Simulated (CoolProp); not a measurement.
200 sccm (0 °C, 1 atm) of nitrogen bubbles through liquid the fluoroketone C6F12O (FK-5-1-12) at 303.2 K and leaves saturated at a total pressure of 0.15 MPa (ideal gas phase). Each further row changes one setting.

Model: reference Helmholtz-energy equation of state, McLinden 2015, in CoolProp.

```
case                      vapour pressure (kPa)  mole fraction of vapour  delivery (mg/min)  delivery (sccm)  change of delivery for a bath 1 K warmer (%)
------------------------  ---------------------  -----------------------  -----------------  ---------------  --------------------------------------------
as stated                                  49.8                    0.332               1400             99.3                                           6.3
bath temperature 308.2 K                   60.6                    0.404               1910              136                                           6.8
total pressure 0.3 MPa                     49.8                    0.166                561             39.8                                           5.0
```
